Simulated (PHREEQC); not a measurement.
Solution (25 °C): 0.015 mol BaCl2, 3e-05 mol CO2 and 0.024 mol KCl per kg of water. Closed to the air; pH follows from the charge balance.

All values are PHREEQC results (ion-association model, phreeqc.dat), not measurements.

**Question.** The ionic strength comes out as 0.0690 mol/kgw. What activity coefficients do Ba+2, H+, HCO3-, K+, Cl- get?

**Answer.** Ba+2 0.41, H+ 0.84, HCO3- 0.81, K+ 0.79, Cl- 0.79.

No solid was allowed to form.
